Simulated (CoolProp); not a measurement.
Vapour-liquid equilibrium of R134a (1) + methanol (2) at 251.9 K; x and y are mole fractions of (1).

Values from CoolProp's multi-fluid Helmholtz-energy mixture model, Tillner-Roth 1994 and de Reuck 1993; pair parameters Bell 2016.

**Question.** Give the bubble pressure and the first vapour's composition at x = 0.05, 0.25, 0.55. Is there an azeotrope?

**Answer.** x = 0.05: 0.02843 MPa, y = 0.968; x = 0.25: 0.07220 MPa, y = 0.988; x = 0.55: 0.08863 MPa, y = 0.991. No azeotrope shows between x = 0.05 and 0.95.

The pair parameters rest on a limited set of measurements; away from them the model extrapolates. With so large a gap from Raoult's law the liquid may split in two, which this calculation doesn't test in full.
